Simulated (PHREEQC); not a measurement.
Dissolve 0.064 mol HF, 0.0054 mol H2SiF6 and 0.17 mol HBF4 per kg of water at 25 °C. Closed to the air; pH follows from the charge balance.

Computed with PHREEQC (ion-association model, phreeqc.dat).

| quantity | before | after |
|---|---|---|
| pH | 0.84 | 0.86 |
| ionic strength (mol/kgw) | 0.187 | 0.174 |
| HF (mol/kgw) | 0.0644 | 0.0644 |
| F- (mol/kgw) | 0.000434 | 0.000449 |
| HF2- (mol/kgw) | 0.000106 | 0.000110 |
| H4SiO4 (mol/kgw) | 2.63e-9 | 5.04e-10 |
| SI of Quartz (SiO2) | -4.57 | -5.29 |

**Question.** Which change was made?
(A) HBF4 left out
(B) H2SiF6 from 0.0054 to 0.00108 mol/kgw
(C) temperature from 25 to 55 °C
(D) temperature from 25 to 75 °C
(E) temperature from 25 to 30 °C

**Answer.** B, H2SiF6 from 0.0054 to 0.00108 mol/kgw

Precipitation was switched off in this run. SiF6-2 is the database's only silicon fluoride. Real BF4- forms and hydrolyses slowly; the run takes it at equilibrium.
